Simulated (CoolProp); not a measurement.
The numbers come from the reference Helmholtz-energy equation of state, Wagner 2002 in CoolProp.

Problem. Give the vapour pressure (MPa), liquid cp (kJ/(kg K)), liquid viscosity (µPa s), liquid conductivity (mW/(m K)) of saturated water at 227.65, 277.05 °C.

Solution. 
```json
[
 {"T (°C)": "227.65", "p (MPa)": "2.68", "liquid cp (kJ/(kg K))": "4.67", "liquid viscosity (µPa s)": "117", "liquid conductivity (mW/(m K))": "639"},
 {"T (°C)": "277.05", "p (MPa)": "6.14", "liquid cp (kJ/(kg K))": "5.24", "liquid viscosity (µPa s)": "94.7", "liquid conductivity (mW/(m K))": "585"}
]
```

Viscosity comes from a separate model (Huber 2009). Thermal conductivity comes from a separate model (Huber 2012).
